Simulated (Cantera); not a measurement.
Input: 1 mol SiH₂Cl₂, 0.02 mol Cl₂, 340 mol H₂, at 850 K and 1.33 mbar.

Method: chemical equilibrium by Gibbs-energy minimisation in Cantera with the NASA 1993 tables (ideal gas, pure condensed phases). Candidate condensed phases: Si; 19 gas species. Kinetics and transport are ignored.

Base state: H₂ 0.996, HCl 0.00360, SiCl₄ 0.000427, SiHCl₃ 0.000196, SiCl₂ 1.55e-5 (mole fractions); condensed: Si(s).

What changes in the equilibrium state with this change: H₂ from 340 to 8 mol?


| species | before | after |
|---|---|---|
| H₂ | 0.996 | 0.936 |
| SiCl₄ | 0.000427 | 0.0456 |
| HCl | 0.00360 | 0.0112 |
| SiCl₃ | 9.64e-6 | 0.000321 |
| SiHCl₃ | 0.000196 | 0.00633 |
| SiCl₂ | 1.55e-5 | 0.000160 |
| SiH₂Cl₂ | 7.93e-6 | 7.71e-5 |
| Si(s), mol | 0.776 | 0.500 |
The tables' values for SiCl₃ are old estimates; treat these amounts as uncertain.

What changes in the equilibrium state with this change: pressure from 1.33 mbar to 13.3 mbar?


```csv
species,before,after
H₂,0.996,0.997
HCl,0.00360,0.00219
SiCl₄,0.000427,0.000589
SiHCl₃,0.000196,0.000444
SiH₂Cl₂,7.93e-6,2.95e-5
SiCl₂,1.55e-5,5.74e-6
"Si(s), mol",0.776,0.633
```
